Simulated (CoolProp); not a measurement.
The fluid at 318.34 K and 0.369 MPa is compressed adiabatically to 0.826 MPa with isentropic efficiency 0.6. The same conditions are run with several fluids, on thermodynamics alone (safety and materials aside).

Computed with CoolProp (reference Helmholtz-energy equation of state of each fluid (ammonia: Gao 2020; C2F6 (R116): Lemmon 2006; R1132(E): Akasaka 2024; nitrous oxide: Lemmon 2006; R13: Platzer 1990)). The equations of Platzer and Polt are older, rougher fits.

| fluid | work (kJ/kg) | final temperature (K) | final density (kg/m³) |
|---|---|---|---|
| ammonia | 222 | ? | 4.14 |
| C2F6 (R116) | 25.5 | 351.3 | 41.0 |
| R1132(E) | ? | 375.9 | ? |
| nitrous oxide | ? | 411.6 | 10.8 |
| R13 | 34.5 | ? | ? |

Some entries are withheld; supply them.


- ammonia, final temperature (K): 418.6
- R1132(E), work (kJ/kg): 56.1
- R1132(E), final density (kg/m³): 17.7
- nitrous oxide, work (kJ/kg): 86.4
- R13, final temperature (K): 370.5
- R13, final density (kg/m³): 29.1
